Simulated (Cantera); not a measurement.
A closed system holds: 1 mol trisilylamine, 3 mol NH3, at 1350 K and 12.0 Pa.

Method: chemical equilibrium by Gibbs-energy minimisation in Cantera with the NASA 1993 tables (ideal gas, pure condensed phases). Candidate condensed phases: Si, Si3N4; 18 gas species. The feed counts by its element totals alone. Mutual solubility and eutectic melting of coexisting phases are not modelled. The numbers say what is thermodynamically allowed, not how fast it happens.

Problem. What is the equilibrium state?

Solution. 
| Quantity | Value |
|---|---|
| x(H2) | 0.985 |
| x(N2) | 0.0147 |
| x(H) | 0.000216 |
| x(Si) | 1.66e-6 |
| n(Si(s)) | 0.202 mol |
| n(Si3N4(s)) | 0.933 mol |
| gas amount | 9.136 mol |
